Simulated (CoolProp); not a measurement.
Ammonia along the isobar 8.12 bar: fugacity coefficient from the reference equation and from simpler models built on Tc = 132.4 °C, pc = 113.6 bar, ω = 0.256; each cubic takes its own stable root.

Model: reference Helmholtz-energy equation of state, Gao 2020, in CoolProp.

```
T (°C)   phase  reference
------  ------  ---------
-47.55  liquid    0.05756
2.35    liquid     0.5402
52.15      gas     0.9406
101.95     gas     0.9650
151.75     gas     0.9778
201.65     gas     0.9852
251.45     gas     0.9898
301.25     gas     0.9928
```

Question: How far does each simpler model (van der Waals, Soave-Redlich-Kwong) lie from the reference over these 8 states: mean and median of the absolute difference, and the worst?

Answer: 
- van der Waals: mean 155.7 %, median 0.7 %, worst +1166.2 % at -47.55 °C and 8.12 bar
- Soave-Redlich-Kwong: mean 1.0 %, median 0.3 %, worst -4.3 % at -47.55 °C and 8.12 bar

At some of these states van der Waals gives the other phase, because its saturation line lies elsewhere.
